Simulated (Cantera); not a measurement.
Input (Python, Cantera):

```python
import numpy as np
import cantera as ct

gas = ct.Solution("gri30.yaml")
gas.TPX = 1198, 1000000, {'C3H8': 1, 'O2': 4.17, 'N2': 15.7}
reactor = ct.IdealGasReactor(gas, energy="on", clone=False)
net = ct.ReactorNet([reactor])
net.rtol, net.atol = 1e-08, 1e-16
show = ['C3H8', 'O2', 'C2H2', 'N2O', 'HCN', 'HO2']
times = np.geomspace(8e-06, 0.4, 11)

steps = ct.SolutionArray(gas, extra=["t"])
rows = []
print(f"{'t/s':>10s}{'T/K':>9s}{'P/Pa':>11s}" + "".join(f"{s:>11s}" for s in show))
for t in times:
    while net.time < t:
        t_next = net.step()
        steps.append(gas.state, t=t_next)
    rows.append([np.interp(t, steps.t, y) for y in (steps.T, steps.P, *steps(*show).X.T)])
    print(f"{t:10.3e}{rows[-1][0]:9.1f}{rows[-1][1]:11.4g}" + "".join(f"{x:11.3e}" for x in rows[-1][2:]))
rate = np.gradient(steps.T, steps.t)
print("integrator steps:", len(steps.t))
if steps.T.max() > steps.T[0] + 200:
    print(f"time of steepest temperature rise: {steps.t[rate.argmax()]:.4e} s")
gas.TPX = 1198, 1000000, {'C3H8': 1, 'O2': 4.17, 'N2': 15.7}
gas.equilibrate("UV")
print(f"equilibrium (UV): T = {gas.T:.1f} K  " + "  ".join(f"{s} {gas[s].X[0]:.3e}" for s in show))
```

Result:

```
       t/s      T/K       P/Pa       C3H8         O2       C2H2        N2O        HCN        HO2
 8.000e-06   1198.0      1e+06  4.791e-02  1.998e-01  1.060e-12  7.651e-13  1.208e-21  2.191e-06
 2.360e-05   1197.9      1e+06  4.790e-02  1.998e-01  4.363e-11  5.863e-12  2.889e-20  4.896e-06
 6.964e-05   1197.9      1e+06  4.779e-02  1.997e-01  2.175e-09  2.833e-11  1.171e-18  5.144e-06
 2.055e-04   1198.2  1.001e+06  4.740e-02  1.995e-01  3.822e-08  9.582e-11  7.936e-18  5.641e-06
 6.063e-04   1199.7  1.003e+06  4.597e-02  1.987e-01  5.116e-07  3.669e-10  5.038e-17  8.742e-06
 1.789e-03   3081.0  2.852e+06  1.773e-34  4.714e-03  1.029e-14  2.038e-06  8.169e-08  7.773e-06
 5.278e-03   3080.4  2.852e+06  1.792e-34  4.688e-03  1.032e-14  2.047e-06  8.294e-08  7.733e-06
 1.557e-02   3080.4  2.852e+06  1.792e-34  4.688e-03  1.032e-14  2.047e-06  8.294e-08  7.733e-06
 4.595e-02   3080.4  2.852e+06  1.792e-34  4.688e-03  1.032e-14  2.047e-06  8.294e-08  7.733e-06
 1.356e-01   3080.4  2.852e+06  1.792e-34  4.688e-03  1.032e-14  2.047e-06  8.294e-08  7.733e-06
 4.000e-01   3080.4  2.852e+06  1.792e-34  4.688e-03  1.032e-14  2.047e-06  8.294e-08  7.733e-06
integrator steps: 2273
time of steepest temperature rise: 1.6943e-03 s
equilibrium (UV): T = 3080.4 K  C3H8 2.635e-34  O2 4.688e-03  C2H2 1.090e-14  N2O 2.047e-06  HCN 8.294e-08  HO2 7.733e-06
```

Model: GRI-Mech 3.0 (53 species, 325 reactions), integrated in Cantera. GRI-Mech 3.0 was tuned for natural gas; its chemistry of propane as a main component is partial and can be far from experiment. Above 3000 K some thermodynamic fits are extrapolated.
